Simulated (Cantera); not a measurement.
An isothermal, constant-pressure homogeneous reactor starts with NO : N2 = 1 : 9.3 (molar parts), at 2023 K and 10.00 Torr. Integrator tolerance rtol = 1e-08.

Detailed kinetics in Cantera: GRI-Mech 3.0 (53 species, 325 reactions). Radical loss at walls, strong at low pressure, is not modelled.

Question: What does this change do: N2 9.3 to 1.5 parts?

Answer: 
```
quantity                                            before                                    after
----------------  ----------------------------------------  ---------------------------------------
x(NO) at 9.00 s     0.0775 (gas-phase equilibrium 0.00419)    0.194 (gas-phase equilibrium 0.00791)
x(O) at 9.00 s    0.000732 (gas-phase equilibrium 0.00148)  0.00229 (gas-phase equilibrium 0.00306)
x(N2) at 9.00 s        0.912 (gas-phase equilibrium 0.949)      0.702 (gas-phase equilibrium 0.795)
x(N2O) at 9.00 s   2.25e-6 (gas-phase equilibrium 2.98e-8)  9.62e-6 (gas-phase equilibrium 5.15e-8)
x(NO2) at 9.00 s   3.15e-6 (gas-phase equilibrium 3.74e-7)  2.54e-5 (gas-phase equilibrium 1.45e-6)
x(O2) at 9.00 s     0.00939 (gas-phase equilibrium 0.0457)      0.101 (gas-phase equilibrium 0.194)
```
